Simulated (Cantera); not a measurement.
A closed system holds: 1 mol BN, 97 mol HCl, 2.7 mol H₂, 1.4 mol HF, equilibrated at 1398 K and 0.0150 Torr.

These are equilibrium values from Cantera (NASA tables, ideal gas, pure condensed phases), not measurements of a reactor. Candidate condensed phases: B, BN, NH₄Cl; 40 gas species. The tables' values for BF₂, BCl, BCl₂, BClF are old estimates; treat these amounts as uncertain. Gases not in the tables: BHCl₂. Kinetics and transport are ignored.

Base state: HCl 0.935, H₂ 0.0425, BCl₃ 0.00575, N₂ 0.00493, Cl 0.00395, HF 0.00336, BF₃ 0.00305, BF₂ 0.000461 (mole fractions); condensed: gas only.

### Question
What changes in the equilibrium state with this change: HCl from 97 to 1.5 mol?

### Answer
```csv
species,before,after
H₂,0.0425,0.593
HCl,0.935,0.265
BF₃,0.00305,0.0699
N₂,0.00493,0.0413
HF,0.00336,0.0168
BCl₃,0.00575,2.39e-5
BHF₂,1.45e-5,0.000924
BCl₂,0.000121,6.60e-6
BF₂,0.000461,0.00787
"BN(s), mol",0,0.534
```
The tables' values for BF₂, BCl, BClF are old estimates; treat these amounts as uncertain.

### Question
What changes in the equilibrium state with this change: temperature from 1398 K to 1025 K?

### Answer
```json
[
 {"species": "HCl", "before": "0.935", "after": "0.949"},
 {"species": "H₂", "before": "0.0425", "after": "0.0386"},
 {"species": "BF₃", "before": "0.00305", "after": "0.00442"},
 {"species": "Cl", "before": "0.00395", "after": "4.34e-6"},
 {"species": "BCl", "before": "0.000122", "after": "1.08e-9"},
 {"species": "BF", "before": "0.000288", "after": "5.10e-9"},
 {"species": "BN(s), mol", "before": "0", "after": "0.199"}
]
```
